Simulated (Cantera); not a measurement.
What does this Cantera script print?

```python
import numpy as np
import cantera as ct

gas = ct.Solution("h2o2.yaml")
gas.TPX = 1200, 1333, {'H2': 0.2, 'O2': 1}
inlet = ct.Reservoir(gas, clone=True)

reactor = ct.IdealGasConstPressureReactor(gas, energy="off", clone=False)
exhaust = ct.Reservoir(gas, clone=True)
tau = [16, 7.3, 3.3, 1.5, 0.68, 0.31, 0.14, 0.064, 0.029, 0.013, 0.006][0]
for a, b in ((inlet, reactor), (reactor, exhaust)):
    ct.MassFlowController(a, b, mdot=lambda t: reactor.mass / tau)
net = ct.ReactorNet([reactor])
show = ['H2', 'O2', 'H2O2', 'H', 'O', 'H2O', 'HO2']

rows = []
print(f"{'tau/s':>10s}{'T/K':>9s}" + "".join(f"{s:>11s}" for s in show))
for tau in [16, 7.3, 3.3, 1.5, 0.68, 0.31, 0.14, 0.064, 0.029, 0.013, 0.006]:
    net.initial_time = 0.0
    net.advance(30 * tau)
    before = gas.X
    net.advance(40 * tau)
    drift = np.max(np.abs(gas.X - before) / (gas.X + 1e-9))
    rows.append([gas.T, *gas[show].X, drift])
    print(f"{tau:10.3e}{gas.T:9.1f}" + "".join(f"{x:11.3e}" for x in gas[show].X))
```

It prints:

```
     tau/s      T/K         H2         O2       H2O2          H          O        H2O        HO2
 1.600e+01   1200.0  9.501e-05  8.174e-01  1.153e-07  3.164e-05  4.885e-04  1.812e-01  1.384e-06
 7.300e+00   1200.0  1.581e-04  8.169e-01  1.465e-07  6.950e-05  8.251e-04  1.809e-01  1.994e-06
 3.300e+00   1200.0  2.636e-04  8.162e-01  1.826e-07  1.536e-04  1.399e-03  1.805e-01  2.782e-06
 1.500e+00   1200.0  4.357e-04  8.151e-01  2.216e-07  3.365e-04  2.353e-03  1.799e-01  3.718e-06
 6.800e-01   1200.0  7.169e-04  8.133e-01  2.614e-07  7.344e-04  3.943e-03  1.789e-01  4.761e-06
 3.100e-01   1200.0  1.166e-03  8.104e-01  2.980e-07  1.578e-03  6.524e-03  1.773e-01  5.822e-06
 1.400e-01   1200.0  1.888e-03  8.056e-01  3.274e-07  3.359e-03  1.070e-02  1.745e-01  6.818e-06
 6.400e-02   1200.0  2.987e-03  7.982e-01  3.441e-07  6.839e-03  1.699e-02  1.699e-01  7.609e-06
 2.900e-02   1200.0  4.633e-03  7.874e-01  3.464e-07  1.321e-02  2.593e-02  1.626e-01  8.108e-06
 1.300e-02   1200.0  6.994e-03  7.735e-01  3.381e-07  2.312e-02  3.679e-02  1.520e-01  8.251e-06
 6.000e-03   1200.0  1.019e-02  7.608e-01  3.334e-07  3.431e-02  4.603e-02  1.399e-01  8.124e-06
```

Detailed kinetics in Cantera: the H2/O2 subset of GRI-Mech 3.0, which has no nitrogen chemistry. Radical loss at walls, strong at low pressure, is not modelled. The temperature is held fixed by assumption; the heat of reaction is taken as removed at once.
